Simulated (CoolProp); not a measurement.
The fluid at 346.76 K and 14.1 MPa is throttled through a valve to 6.19 MPa with no heat exchange. The same conditions are run with several fluids, on thermodynamics alone (safety and materials aside).

Computed with CoolProp (reference Helmholtz-energy equation of state of each fluid (propylene: Lemmon 2013; n-nonane: Lemmon 2006; cyclohexane: Zhou 2014; p-xylene: Zhou 2012; octamethylcyclotetrasiloxane (D4): Thol 2015)).

```
fluid                              temperature change (K)  final density (kg/m³)
---------------------------------  ----------------------  ---------------------
propylene                                            -2.7                    435
n-nonane                                             +3.0                    680
cyclohexane                                          +2.9                    731
p-xylene                                             +3.3                    817
octamethylcyclotetrasiloxane (D4)                    +3.0                    903
```
